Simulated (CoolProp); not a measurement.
A single-stage vapour-compression cycle with sulfur dioxide: evaporating at 256.15 K (dew point), condensing at 284.15 K (bubble point), superheat 0 K, subcooling 0 K, compressor efficiency 0.85, no pressure losses. Each further row changes one setting.

Model: reference Helmholtz-energy equation of state, Gao 2016, in CoolProp.

```tsv
case	cooling COP	pressure ratio	discharge temperature (K)	refrigerating effect (kJ/kg)	volumetric capacity (kJ/m³)
as stated	6.98	3.26	340.0	357	807
evaporating temperature 261.15 K	8.84	2.58	328.2	?	?
condensing temperature 279.15 K	8.66	?	325.5	364	823
subcooling 5 K	7.11	3.26	340.0	364	823
superheat 10 K	?	3.26	352.5	364	?
compressor efficiency 0.75	?	3.26	?	357	807
```

Question: Fill in the missing entries.

Answer: 
- evaporating temperature 261.15 K, refrigerating effect (kJ/kg): 360
- evaporating temperature 261.15 K, volumetric capacity (kJ/m³): 1010
- condensing temperature 279.15 K, pressure ratio: 2.69
- superheat 10 K, cooling COP: 6.82
- superheat 10 K, volumetric capacity (kJ/m³): 788
- compressor efficiency 0.75, cooling COP: 6.16
- compressor efficiency 0.75, discharge temperature (K): 350.1
